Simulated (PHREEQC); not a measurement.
**Brine with hard or scaling water**

Solution A (0.67 mol/kgw HCl, 0.078 mol/kgw Na2SO4 and 0.00018 mol/kgw H4SiO4) is mixed with solution B (0.0029 mol MgCl2, 0.0023 mol Na2SO4 and 0.0053 mol KCl per kg of water) at 35 °C; shares are by mass of water, 1 kg in all. The system is closed to CO2. The run lets Arcanite, Bischofite, Bloedite, Brucite, Carnallite, Epsomite, Glaserite, Halite, Hexahydrite, Kainite, Kieserite, Leonite, Mirabilite, Misenite, Schoenite, SiO2(a), Sylvite, Thenardite, MgCl2_4H2O precipitate or redissolve, and no other solid.

Computed with PHREEQC (Pitzer model, pitzer.dat).

Predict pH at share of solution B = 0.1, 0.8, 1.


```csv
share of solution B,pH
0.1,0.31
0.8,1.02
1,6.82
```
